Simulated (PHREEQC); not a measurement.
0.44 g of hydrous ferric oxide (600 m²/g; 0.2 weak and 0.005 strong sites per Fe, Dzombak-Morel constants, diffuse double layer) in 1 kg of water with 0.1 mol/kgw of an inert sodium salt and 0.0053 mmol/kgw Na2SO4 and 0.069 mmol/kgw ZnSO4, at 25 °C; the pH is set by adding NaOH or the inert anion's acid. Oxygen alone is held at its pressure in air (log pO2 = -0.68). The system is closed to CO2. Nothing may precipitate in this run.

Base run: PHREEQC, ion-association model, wateq4f.dat. Each further column changes one thing. The table gives S sorbed (%).

```
pH     base  no electrostatic term (-no_edl)  background salt from 0.1 to 0.01 mol/kgw  oxide from 0.44 to 2.2 g/kgw
-----  ----  -------------------------------  ----------------------------------------  ----------------------------
3      98.5                              0.1                                     100.0                          99.8
3.67   98.3                              0.1                                     100.0                          99.8
4.33   97.3                              0.1                                      99.9                          99.7
5.67   75.3                              0.1                                       [?]                          95.9
6.33   40.0                              0.1                                      73.3                           [?]
7      10.3                              0.1                                      28.1                          32.5
7.67    1.2                              0.2                                       [?]                           4.3
8.33    0.1                              0.1                                       0.2                           [?]
9.67    0.0                              0.0                                       0.0                           0.0
10.33   0.0                              0.0                                       0.0                           0.0
11      0.0                              0.0                                       0.0                           0.0
```

Task: Complete the blanks.

Result: 
- 5.67, background salt from 0.1 to 0.01 mol/kgw: 95.7
- 6.33, oxide from 0.44 to 2.2 g/kgw: 79.4
- 7.67, background salt from 0.1 to 0.01 mol/kgw: 3.3
- 8.33, oxide from 0.44 to 2.2 g/kgw: 0.4

The oxide is taken as insoluble; below pH 4 it would dissolve. In at least one series the solution becomes supersaturated in solids that the run did not let form, among them Zn(OH)2-e.
